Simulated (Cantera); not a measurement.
**Moist CO burnout**

An isothermal, constant-pressure homogeneous reactor starts with CO : O₂ : H₂O : N₂ = 0.0016 : 0.02 : 0.00039 : 0.78 (molar parts), equivalence ratio 0.040, at 1423 K and 0.180 bar.

Detailed kinetics in Cantera: GRI-Mech 3.0 (53 species, 325 reactions).

| t (s) | x CO | x O₂ | x H₂O | x N₂O | x H₂O₂ |
|---|---|---|---|---|---|
| 2.00e-5 | 0.00200 | 0.0249 | 0.000486 | <1e-12 | <1e-12 |
| 9.35e-5 | 0.00200 | 0.0249 | 0.000486 | <1e-12 | <1e-12 |
| 0.000437 | 0.00200 | 0.0249 | 0.000486 | <1e-12 | <1e-12 |
| 0.00205 | 0.00200 | 0.0249 | 0.000486 | 1.11e-12 | <1e-12 |
| 0.00956 | 0.00199 | 0.0249 | 0.000486 | 2.65e-11 | <1e-12 |
| 0.0447 | 0.00141 | 0.0244 | 0.000438 | 1.06e-7 | 1.80e-9 |
| 0.209 | 2.65e-5 | 0.0239 | 0.000462 | 3.44e-7 | 9.26e-10 |
| 0.978 | 1.16e-6 | 0.0240 | 0.000482 | 2.00e-7 | 6.56e-11 |
| 4.57 | 1.09e-7 | 0.0240 | 0.000485 | 2.20e-8 | 8.73e-12 |
| 21.4 | 4.48e-8 | 0.0240 | 0.000486 | 9.28e-9 | 4.18e-12 |
| 100 | 4.43e-8 | 0.0240 | 0.000486 | 9.18e-9 | 4.14e-12 |
x: mole fraction; the columns are a selection and need not sum to one.

Equilibrium at this temperature and pressure: CO 4.45e-8, O₂ 0.0238, H₂O 0.000486, N₂O 9.18e-9, H₂O₂ 4.13e-12 (gas phase only).
